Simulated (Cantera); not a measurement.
An adiabatic, constant-volume homogeneous reactor starts with CH4 : O2 : N2 = 1 : 2.35 : 8.85 (molar parts), at 1298 K and 0.630 bar. Integrator tolerance rtol = 1e-08.

Computed with Cantera and GRI-Mech 3.0 (53 species, 325 reactions).

### Question
What does this change do: pressure from 0.630 bar to 1.40 bar?

### Answer
```json
[
 {"quantity": "time of steepest temperature rise", "before": "15.2 ms", "after": "8.09 ms"},
 {"quantity": "temperature at 0.600 s", "before": "2753 K", "after": "2811 K"},
 {"quantity": "equilibrium temperature", "before": "2753 K", "after": "2811 K"},
 {"quantity": "x(CH4) at 0.600 s", "before": "<1e-12 (gas-phase equilibrium <1e-12)", "after": "<1e-12 (gas-phase equilibrium <1e-12)"},
 {"quantity": "x(O2) at 0.600 s", "before": "0.0342 (gas-phase equilibrium 0.0342)", "after": "0.0326 (gas-phase equilibrium 0.0326)"},
 {"quantity": "x(O) at 0.600 s", "before": "0.00711 (gas-phase equilibrium 0.00711)", "after": "0.00584 (gas-phase equilibrium 0.00584)"},
 {"quantity": "x(N2O) at 0.600 s", "before": "8.07e-7 (gas-phase equilibrium 8.07e-7)", "after": "1.30e-6 (gas-phase equilibrium 1.30e-6)"},
 {"quantity": "x(CO) at 0.600 s", "before": "0.0289 (gas-phase equilibrium 0.0289)", "after": "0.0266 (gas-phase equilibrium 0.0266)"}
]
```

### Question
What does this change do: N2 8.85 to 15 parts?

### Answer
| quantity | before | after |
|---|---|---|
| time of steepest temperature rise | 15.2 ms | 25.1 ms |
| temperature at 0.600 s | 2753 K | 2514 K |
| equilibrium temperature | 2753 K | 2514 K |
| x(CH4) at 0.600 s | <1e-12 (gas-phase equilibrium <1e-12) | <1e-12 (gas-phase equilibrium <1e-12) |
| x(O2) at 0.600 s | 0.0342 (gas-phase equilibrium 0.0342) | 0.0200 (gas-phase equilibrium 0.0200) |
| x(O) at 0.600 s | 0.00711 (gas-phase equilibrium 0.00711) | 0.00199 (gas-phase equilibrium 0.00199) |
| x(N2O) at 0.600 s | 8.07e-7 (gas-phase equilibrium 8.07e-7) | 4.60e-7 (gas-phase equilibrium 4.60e-7) |
| x(CO) at 0.600 s | 0.0289 (gas-phase equilibrium 0.0289) | 0.0109 (gas-phase equilibrium 0.0109) |
